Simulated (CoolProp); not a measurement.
Properties of nitrous oxide along the isobar 7.45 MPa (Tc = 36.4 °C, pc = 7.245 MPa, ω = 0.161).

Computed with CoolProp (reference Helmholtz-energy equation of state, Lemmon 2006). It is a short technical equation, of lower accuracy than the large ones.

```csv
T (°C),phase,speed of sound (m/s),isothermal compressibility (1/MPa)
-39.35,liquid,869.3,0.002364
-16.85,liquid,730.2,0.003891
5.75,liquid,578.9,0.007792
28.35,liquid,380.0,0.03209
50.95,supercritical,217.7,0.2850
73.55,supercritical,244.9,0.1995
96.05,supercritical,263.8,0.1747
118.65,supercritical,279.3,0.1623
141.25,supercritical,292.8,0.1548
163.85,supercritical,304.8,0.1498
186.45,supercritical,315.8,0.1462
```
